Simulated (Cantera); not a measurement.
Standard-state values (1 bar) from the NASA 1993 polynomials, evaluated with Cantera. Values are per mole of reaction as written; species without (g) are pure solids or liquids, kept so even where they would boil at 1 bar.

**Question.** Between 550 and 775 K, where is each reaction favourable under standard conditions?
- 3 SO2(g) → 2 O3(g) + 3 S
- S2(g) + 6 O(g) → 2 SO3(g)
- S2(g) + 4 SO3(g) → 6 SO2(g)

**Answer.** 
- 3 SO2(g) → 2 O3(g) + 3 S: ΔG° is 1261 kJ at 550 K and 1286 kJ at 775 K; it stays positive (K < 1). ΔH° is 1206 kJ and ΔS° -103 J/K at 775 K.
- S2(g) + 6 O(g) → 2 SO3(g): ΔG° is -2036 kJ at 550 K and -1875 kJ at 775 K; it stays negative (K > 1). ΔH° is -2432 kJ and ΔS° -718 J/K at 775 K.
- S2(g) + 4 SO3(g) → 6 SO2(g): ΔG° is -455 kJ at 550 K and -507 kJ at 775 K; it stays negative (K > 1). ΔH° is -330 kJ and ΔS° 228 J/K at 775 K.
